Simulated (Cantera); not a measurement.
An adiabatic, constant-pressure homogeneous reactor starts with CH₃OH : O₂ : N₂ = 1 : 3.57 : 13.4 (molar parts), equivalence ratio 0.42, at 1575 K and 1.00 atm.

Detailed kinetics in Cantera: GRI-Mech 3.0 (53 species, 325 reactions). GRI-Mech 3.0 was tuned for natural gas; its chemistry of methanol as a main component is partial and can be far from experiment.

Question: Predict: time of steepest temperature rise; temperature at 0.300 s; equilibrium temperature; x(O₂) at 0.300 s.

Answer: 
```json
{
 "time_of_steepest_temperature_rise": "0.168 ms",
 "temperature at 0.300 s": "2394 K",
 "equilibrium_temperature": "2394 K",
 "x(O₂) at 0.300 s": "0.104 (gas-phase equilibrium 0.104)"
}
```
